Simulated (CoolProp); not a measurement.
Vapour-liquid equilibrium of CF4 (R14) (1) + CHF3 (R23) (2) at 0.614 MPa; x and y are mole fractions of (1).

Values from CoolProp's multi-fluid Helmholtz-energy mixture model, Platzer 1990 and Penoncello 2003; pair parameters Bell 2016. This equation is an older, rougher fit; its heat capacities, sound speeds and derivatives of the liquid may be far off and weren't checked against measurements.

**Question.** Give the bubble temperature and the first vapour's composition at x = 0.05, 0.5, 0.95. Is there an azeotrope?

**Answer.** x = 0.05: -57.2 °C, y = 0.420; x = 0.5: -90.4 °C, y = 0.916; x = 0.95: -95.4 °C, y = 0.981. No azeotrope shows between x = 0.05 and 0.95.

Pair parameters are fitted to limited data, so mixtures are less certain than the pure fluids. With so large a gap from Raoult's law the liquid may split in two, which this calculation doesn't test in full.
